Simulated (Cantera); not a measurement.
Mixture: CH₃OH : O₂ : N₂ = 1 : 1.5 : 5.64 (molar parts), equivalence ratio 1.0, at 760 Torr, adiabatic and at constant pressure. Ignition delay is the time to a rise of 400 K.

Model: GRI-Mech 3.0 (53 species, 325 reactions), integrated in Cantera. GRI-Mech 3.0 was tuned for natural gas; its chemistry of methanol as a main component is partial and can be far from experiment.

### Question
Predict: delay at 1250 K; delay at 1400 K; delay at 1550 K; delay at 1700 K; apparent activation energy between 1625 and 1775 K.

### Answer
| Item | Result |
|---|---|
| delay at 1250 K | 4.32 ms |
| delay at 1400 K | 0.613 ms |
| delay at 1550 K | 0.142 ms |
| delay at 1700 K | 46.5 µs |
| apparent activation energy between 1625 and 1775 K | 160 kJ/mol |
